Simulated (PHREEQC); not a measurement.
Dissolve 0.0445 mol HF, 0.022 mol NH4F, 0.0047 mol (NH4)2SiF6 and 0.0036 mol HCl per kg of water at 25 °C. Closed to the air; pH follows from the charge balance.

The numbers come from PHREEQC with the ion-association model, wateq4f.dat.

This is a speciation only: nothing precipitates in the calculation.

Q: Order these F species by the share of F that they hold, largest first: SiF6-2, HF, F-, HF2-, H2F2.

A: HF (39 %), SiF6-2 (30 %), F- (19 %), H2F2 (7.4 %), HF2- (5.3 %)

The pH is 2.78 and the ionic strength 0.0380 mol/kgw. Complexes and solids missing from the database can't appear. wateq4f.dat counts part of the HF as a dimer, H2F2, which phreeqc.dat doesn't know; its constant is uncertain. SiF6-2 is the database's only silicon fluoride.
